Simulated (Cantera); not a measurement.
## Thermodynamics of iron carbonyl, mercury and lead vapours, feed Fe(CO)5 + CO + H2

Feed: 1 mol Fe(CO)5, 2.5 mol CO, 0.68 mol H2, at 1002 °C.

These are equilibrium values from Cantera (NASA tables, ideal gas, pure condensed phases), not measurements of a reactor. Candidate condensed phases: C, C6H6, C7H8, C8H18, Fe, Fe(CO)5, FeO, Fe(OH)2, Fe(OH)3, Fe2O3, Fe3O4, H2O; 114 gas species. Condensed phases not in the tables: cementite and carbon dissolved in iron. Kinetics and transport are ignored.

From 10.0 Pa to 2.70 mbar the condensed part is Fe(γ). From 14.0 mbar to 10.0 bar the condensed part is C(graphite) + Fe(γ).

```tsv
P (Pa)	x CO	x H2	x CO2	x H2O	x CH4	n Fe(γ)	n C(graphite)
10	0.917	0.0831	5.89e-7	8.89e-8	6.40e-9	1.000	0
52	0.917	0.0831	3.06e-6	4.62e-7	3.33e-8	1.000	0
270	0.917	0.0831	1.59e-5	2.40e-6	1.73e-7	1.000	0
1400	0.917	0.0831	8.25e-5	1.24e-5	8.97e-7	1.00	0.000769
7200	0.916	0.0831	0.000424	6.39e-5	4.61e-6	1.00	0.00395
37000	0.915	0.0830	0.00217	0.000327	2.36e-5	1.00	0.0202
190000	0.905	0.0823	0.0109	0.00165	0.000119	1.00	0.100
1000000	0.861	0.0791	0.0519	0.00793	0.000579	1.00	0.457
```
x: gas mole fraction; n: condensed amount in mol.
